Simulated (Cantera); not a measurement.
A Cantera script and its output.

```python
import numpy as np
import cantera as ct

gas = ct.Solution("h2o2.yaml")
gas.TPX = 573, 1000000, {'H2': 1, 'O2': 0.417, 'N2': 1.57}
flame = ct.FreeFlame(gas, width=0.008)
flame.set_refine_criteria(ratio=3, slope=0.08, curve=0.16)
flame.transport_model = "mixture-averaged"
flame.solve(loglevel=0, auto=True)
z, T = flame.grid, flame.T
thick = (T[-1] - T[0]) / np.gradient(T, z).max()
show = ['H2', 'O2', 'H2O', 'H2O2', 'H', 'HO2']
print(f"laminar burning velocity  {flame.velocity[0] * 100:.3f} cm/s")
print(f"burnt temperature         {T[-1]:.1f} K")
print(f"thermal thickness         {thick * 1e3:.4f} mm")
print(f"grid points               {len(z)}")
z0 = z[flame.heat_release_rate.argmax()]
print(f"{'z/mm':>9s}{'T/K':>9s}{'u/(m/s)':>9s}" + "".join(f"{s:>11s}" for s in show))
rows = []
for k in (-3, -2, -1.5, -1, -0.5, -0.25, 0, 0.25, 0.5, 1, 2, 4, 8):
    zz = z0 + k * thick
    rows.append([k * thick, np.interp(zz, z, T), np.interp(zz, z, flame.velocity),
                 *(np.interp(zz, z, flame.X[gas.species_index(s)]) for s in show)])
    print(f"{rows[-1][0] * 1e3:9.3f}{rows[-1][1]:9.1f}{rows[-1][2]:9.3f}" + "".join(f"{x:11.3e}" for x in rows[-1][3:]))
```

It prints:

```
laminar burning velocity  683.006 cm/s
burnt temperature         2600.6 K
thermal thickness         0.0240 mm
grid points               110
     z/mm      T/K  u/(m/s)         H2         O2        H2O       H2O2          H        HO2
   -0.072    573.0    6.830  3.348e-01  1.396e-01  1.424e-09  2.968e-12  1.799e-14  9.319e-11
   -0.048    573.0    6.830  3.347e-01  1.396e-01  1.030e-07  3.092e-10  2.181e-12  9.115e-09
   -0.036    573.1    6.828  3.345e-01  1.397e-01  7.342e-07  2.602e-09  1.966e-11  7.438e-08
   -0.024    574.6    6.830  3.327e-01  1.400e-01  2.425e-05  1.310e-07  1.401e-09  3.557e-06
   -0.012    638.9    7.406  3.124e-01  1.425e-01  3.228e-03  2.760e-05  3.743e-05  6.450e-04
   -0.006    967.9   10.780  2.630e-01  1.334e-01  3.645e-02  1.263e-04  2.630e-03  1.288e-03
    0.000   1456.2   15.744  1.852e-01  9.655e-02  1.195e-01  3.534e-05  1.550e-02  6.155e-04
    0.006   1800.4   19.239  1.192e-01  5.108e-02  2.035e-01  5.651e-06  2.878e-02  2.747e-04
    0.012   1989.1   21.127  8.731e-02  2.579e-02  2.480e-01  3.638e-06  3.241e-02  1.222e-04
    0.024   2173.3   22.898  7.122e-02  1.068e-02  2.766e-01  2.179e-06  2.768e-02  4.311e-05
    0.048   2329.8   24.324  6.706e-02  5.687e-03  2.918e-01  1.398e-06  1.887e-02  1.925e-05
    0.096   2449.1   25.366  6.425e-02  3.073e-03  3.038e-01  9.194e-07  1.179e-02  8.538e-06
    0.192   2527.0   26.023  6.190e-02  1.481e-03  3.125e-01  5.515e-07  7.282e-03  3.357e-06
```

Model: the H2/O2 subset of GRI-Mech 3.0, which has no nitrogen chemistry, integrated in Cantera. The hydrogen kinetics of GRI-Mech 3.0 are dated; newer H2 mechanisms differ, most at raised pressure. Burning velocities carry a grid error of a few per cent, more on coarse grids.
